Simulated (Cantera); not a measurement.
What does this Cantera script print?

```python
import numpy as np
import cantera as ct

gas_names = """
    C CO COS CO2 CS CS2 C2 C2O C3 C3O2 C4 C5 Fe FeC5O5 FeO O O2 O3 S SO SO2 SO3 S2 S2O S8
""".split()
cond_names = """
    C(gr) Fe(a) Fe(c) Fe(d) Fe(L) FeC5O5(L) FeO(s) FeO(L) FeS(a) FeS(b) FeS(c) FeS(L) FeSO4(s) FeS2(s)
    Fe2O3(s) Fe2S3O12(s) Fe3O4(s) S(cr1) S(cr2) S(L)
""".split()


# ... load() reads the species with a 1 bar reference pressure and builds the phases ...
atoms = {
    'FeS2': {'Fe': 1, 'S': 2},
    'SO2': {'S': 1, 'O': 2},
    'CO2': {'C': 1, 'O': 2},
}
top_T = {'C(gr)': 4500, 'FeSO4(s)': 950, 'FeS2(s)': 1010, 'Fe2O3(s)': 1830, 'Fe2S3O12(s)': 1100, 'Fe3O4(s)': 1870}  # K; cautious upper limits of use, not melting points


# ... equilibrate(T, P, feed) seeds the gas with the atoms and calls Mixture.equilibrate('TP', solver="vcs", rtol=1e-11, max_steps=5000) ...
results = []
feed = {'FeS2': 1, 'SO2': 0.14, 'CO2': 0.88}  # mol
T = 1773  # K
P = 710000  # Pa
mix = equilibrate(T, P, feed)
results.append((T, P, feed, dict(zip(mix.species_names, mix.species_moles))))
x = sorted(zip(gas.X, gas.species_names), reverse=True)
print(f"T = {T:g} K  P = {P:g} Pa  gas = {mix.phase_moles(0):.4g} mol")
print("   x: " + "  ".join(f"{s} {v:.3e}" for v, s in x if v > 0.001))
print("   condensed (mol): " + ("  ".join(f"{mix.phase(i).name} {mix.phase_moles(i):.4g}"
      for i in range(1, mix.n_phases) if mix.phase_moles(i) > 1e-12) or "none"))
```

Result:

```
T = 1773 K  P = 710000 Pa  gas = 1.58 mol
   x: CO2 3.815e-01  S2 2.575e-01  SO2 1.672e-01  CO 1.661e-01  S2O 1.147e-02  COS 9.280e-03  SO 6.846e-03
   condensed (mol): FeS(L) 1
```

These are equilibrium values from Cantera (NASA tables, ideal gas, pure condensed phases), not measurements of a reactor. FeS: taken at fixed stoichiometry.
